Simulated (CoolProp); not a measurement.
Normal hydrogen along the isobar 41.2 bar: density (kg/m³) from the reference equation and from simpler models built on Tc = 33.1 K, pc = 12.96 bar, ω = -0.219; each cubic takes its own stable root.

Model: reference Helmholtz-energy equation of state, Leachman 2009, in CoolProp.

```csv
T (K),phase,reference,van der Waals,Redlich-Kwong,Soave-Redlich-Kwong,Peng-Robinson
20.7,liquid,74.98,61.11,87.53,83.25,93.25
31,liquid,63.79,51.07,66.46,65.35,72.94
41.3,supercritical,44.35,37.69,38.93,42.98,47.11
51.6,supercritical,25.75,24.91,23.48,26.14,28.11
61.9,supercritical,18.45,18.30,17.47,18.87,20.01
72.2,supercritical,14.77,14.72,14.22,15.08,15.84
82.6,supercritical,12.44,12.42,12.10,12.67,13.21
92.9,supercritical,10.83,10.81,10.60,11.00,11.41
103.2,supercritical,9.621,9.605,9.460,9.756,10.08
113.5,supercritical,8.674,8.659,8.558,8.783,9.043
123.8,supercritical,7.910,7.894,7.823,7.998,8.212
134.1,supercritical,7.276,7.260,7.211,7.349,7.528
144.4,supercritical,6.742,6.725,6.691,6.802,6.954
154.8,supercritical,6.280,6.263,6.240,6.330,6.461
165.1,supercritical,5.883,5.866,5.852,5.926,6.039
```
